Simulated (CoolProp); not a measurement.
Vapour-liquid equilibrium of propane (1) + n-perfluorobutane (2) at 340.8 K; x and y are mole fractions of (1).

Computed with CoolProp (multi-fluid Helmholtz-energy mixture model, Lemmon 2009 and Gao 2022; pair parameters Bell 2016).

### Question
Give the bubble pressure and the first vapour's composition at x = 0.05, 0.15, 0.45. Is there an azeotrope?

### Answer
x = 0.05: 1040 kPa, y = 0.161; x = 0.15: 1351 kPa, y = 0.361; x = 0.45: 2012 kPa, y = 0.623. y crosses x between x = 0.85 and 0.95: the model has an azeotrope there.

The pair parameters rest on a limited set of measurements; away from them the model extrapolates.
